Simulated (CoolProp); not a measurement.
The fluid at 298.15 K and 1.73 MPa (liquid) is heated at constant pressure to 396.4 K. The same conditions are run with several fluids, on thermodynamics alone (safety and materials aside).

Computed with CoolProp (reference Helmholtz-energy equation of state of each fluid (dimethyl ether: Wu 2011; propylene: Lemmon 2013; dodecamethylpentasiloxane (MD3M): Thol 2019; propane: Lemmon 2009; n-decane: Lemmon 2006)).

**Question.** Rank dimethyl ether, propylene, dodecamethylpentasiloxane (MD3M), propane, n-decane by heat (kJ/kg), highest first.

**Answer.** dimethyl ether (547), propane (524), propylene (514), n-decane (234), dodecamethylpentasiloxane (MD3M) (179)

```
fluid                             final phase  final density (kg/m³)
--------------------------------  -----------  ---------------------
dimethyl ether                            gas                   27.8
propylene                                 gas                   24.7
dodecamethylpentasiloxane (MD3M)       liquid                    778
propane                                   gas                   26.3
n-decane                               liquid                    651
```
